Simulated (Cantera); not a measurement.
A Cantera script and what it prints.

```python
import numpy as np
import cantera as ct

gas_names = [...]  # 87 gases of nasa_gas.yaml made of C, H, Si
cond_names = """
    C(gr) C6H6(L) C7H8(L) C8H18(L),n-octa Si(cr) Si(L) SiC(b)
""".split()


# ... load() reads the species with a 1 bar reference pressure and builds the phases ...
atoms = {
    'Si(CH3)4': {'Si': 1, 'C': 4, 'H': 12},
    'C2H2': {'C': 2, 'H': 2},
    'H2': {'H': 2},
}
top_T = {'C(gr)': 4500, 'SiC(b)': 3050}  # K; cautious upper limits of use, not melting points


# ... equilibrate(T, P, feed) seeds the gas with the atoms and calls Mixture.equilibrate('TP', solver="vcs", rtol=1e-11, max_steps=5000) ...
results = []
feed = {'Si(CH3)4': 1, 'C2H2': 0.031, 'H2': 5}  # mol
P = 1000  # Pa
for T in [900, 1050, 1200, 1350, 1500, 1650, 1800, 1950, 2100, 2250]:
    mix = equilibrate(T, P, feed)
    results.append((T, P, feed, dict(zip(mix.species_names, mix.species_moles))))

top = {s: max(r[3][s] / sum(r[3][g] for g in gas_names) for r in results) for s in gas_names}
cols = sorted((s for s in top if top[s] > 0.001), key=lambda s: -top[s])[:8]
seen = [c for c in cond_names if any(r[3].get(c, 0) > 1e-12 for r in results)]
print("log10 of partial pressures in bar; condensed amounts in mol")
print(f"{'T/K':>10s}" + "".join(f"{s[:9]:>10s}" for s in cols + seen))
for T, P, feed, n in results:
    ng = sum(n[g] for g in gas_names)
    print(f"{T:10.4g}" + "".join(f"{np.log10(max(n[s] / ng * P / 1e5, 1e-99)):10.3f}" for s in cols)
          + "".join(f"{n.get(c, 0):10.4g}" for c in seen))
```

Result:

```
log10 of partial pressures in bar; condensed amounts in mol
       T/K        H2         H        Si       CH4 C2H2,acet     C(gr)    SiC(b)
       900    -2.001   -10.933   -22.185    -4.508   -12.251     3.028         1
      1050    -2.000    -9.091   -17.865    -5.243   -10.384     3.056         1
      1200    -2.000    -7.705   -14.631    -5.802    -8.989      3.06         1
      1350    -2.000    -6.623   -12.120    -6.239    -7.907     3.061         1
      1500    -2.000    -5.754   -10.115    -6.590    -7.045     3.062         1
      1650    -2.000    -5.042    -8.478    -6.877    -6.341     3.061         1
      1800    -2.002    -4.447    -7.116    -7.117    -5.758     3.058    0.9999
      1950    -2.005    -3.943    -5.967    -7.323    -5.268     3.051    0.9986
      2100    -2.015    -3.514    -4.983    -7.511    -4.855     3.043    0.9858
      2250    -2.038    -3.148    -4.132    -7.701    -4.513     3.076     0.889
```

Cantera equilibrium calculation (NASA polynomials, part measured and part estimated; ideal gas, pure solids and liquids). Gases not in the tables: Si2H6 and higher silanes.
